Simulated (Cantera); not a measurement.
Input: 1 mol Si3H8, 4.7 mol HCl, 3.5 mol N2, held at 0.100 bar.

Equilibrium computed with Cantera from the NASA thermochemical tables; the gas is ideal and each condensed phase is pure. Candidate condensed phases: NH4Cl, Si, Si3N4; 28 gas species. The feed counts by its element totals alone. N2 is the only nitrogen source here; it is nearly inert below about 1500 K, so the nitride shown seldom forms there in practice. The tables' values for SiCl3 are old estimates; treat these amounts as uncertain. Kinetics and transport are ignored. All values below are at 975 K.

Base state: H2 0.460, HCl 0.339, N2 0.170, SiCl4 0.0315, SiHCl3 0.000244, SiCl3 1.43e-5 (mole fractions); condensed: Si3N4(s).

Problem. What changes in the equilibrium state with this change: pressure from 0.100 bar to 5.80 mbar?

Solution. 
| species | before | after |
|---|---|---|
| H2 | 0.460 | 0.438 |
| HCl | 0.339 | 0.378 |
| N2 | 0.170 | 0.162 |
| SiCl4 | 0.0315 | 0.0214 |
| SiCl3 | 1.43e-5 | 3.52e-5 |
| SiHCl3 | 0.000244 | 0.000142 |
| Si3N4(s), mol | 0.893 | 0.927 |
